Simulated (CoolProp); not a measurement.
C3F8 (R218) at 293.15 K and 0.0447 MPa is throttled through a valve to 0.0223 MPa with no heat exchange. Each further row changes one setting.

Model: reference Helmholtz-energy equation of state, Lemmon 2006, in CoolProp. It is a short technical equation, of lower accuracy than the large ones.

```
case                         temperature change (K)  final density (kg/m³)
---------------------------  ----------------------  ---------------------
as stated                                      -0.3                      …
outlet pressure 0.00669 MPa                    -0.5                      …
outlet pressure 0.029 MPa                         …                      …
```

Task: Complete the blanks.

Result: 
- as stated, final density (kg/m³): 1.73
- outlet pressure 0.00669 MPa, final density (kg/m³): 0.518
- outlet pressure 0.029 MPa, temperature change (K): -0.2
- outlet pressure 0.029 MPa, final density (kg/m³): 2.25
